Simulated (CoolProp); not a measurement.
The numbers come from the reference Helmholtz-energy equation of state, Lemmon 2005 in CoolProp. It is a short technical equation, of lower accuracy than the large ones.

### Question
For 1-butene, give the phase and the cv (kJ/(kg K)), speed of sound (m/s), Joule-Thomson coefficient (K/MPa), isothermal compressibility (1/MPa) at 188.3 K and 732 kPa.

### Answer
- 188.3 K and 732 kPa: liquid; cv 1.32, speed of sound 1510, Joule-Thomson coefficient -0.525, isothermal compressibility 0.000911
